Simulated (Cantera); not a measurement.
Input (Python, Cantera) and output of one run.

```python
import numpy as np
import cantera as ct

gas_names = [...]  # 113 gases of nasa_gas.yaml made of C, Cu, H, O
cond_names = """
    C(gr) C6H6(L) C7H8(L) C8H18(L),n-octa Cu(cr) Cu(L) CuO(s) CuO2H2(s) Cu2O(s) Cu2O(L) H2O(s) H2O(L)
""".split()


# ... load() reads the species with a 1 bar reference pressure and builds the phases ...
atoms = {
    'Cu2O': {'Cu': 2, 'O': 1},
    'C': {'C': 1},
    'H2': {'H': 2},
}
top_T = {'C(gr)': 4500, 'CuO(s)': 1390}  # K; cautious upper limits of use, not melting points


# ... equilibrate(T, P, feed) seeds the gas with the atoms and calls Mixture.equilibrate('TP', solver="vcs", rtol=1e-11, max_steps=5000) ...
results = []
feed = {'Cu2O': 1, 'C': 2.2, 'H2': 0.6}  # mol
T = 1600  # K
P = 180000  # Pa
mix = equilibrate(T, P, feed)
results.append((T, P, feed, dict(zip(mix.species_names, mix.species_moles))))
x = sorted(zip(gas.X, gas.species_names), reverse=True)
print(f"T = {T:g} K  P = {P:g} Pa  gas = {mix.phase_moles(0):.4g} mol")
print("   x: " + "  ".join(f"{s} {v:.3e}" for v, s in x if v > 1e-06))
print("   condensed (mol): " + ("  ".join(f"{mix.phase(i).name} {mix.phase_moles(i):.4g}"
      for i in range(1, mix.n_phases) if mix.phase_moles(i) > 1e-12) or "none"))
```

It prints:

```
T = 1600 K  P = 180000 Pa  gas = 1.598 mol
   x: CO 6.248e-01  H2 3.741e-01  CH4 4.113e-04  H2O 3.678e-04  CO2 2.044e-04  H 2.479e-05  Cu 2.209e-05  C2H2,acetylene 1.029e-05
   condensed (mol): C(gr) 1.2  Cu(L) 2
```

Equilibrium computed with Cantera from the NASA thermochemical tables; the gas is ideal and each condensed phase is pure.
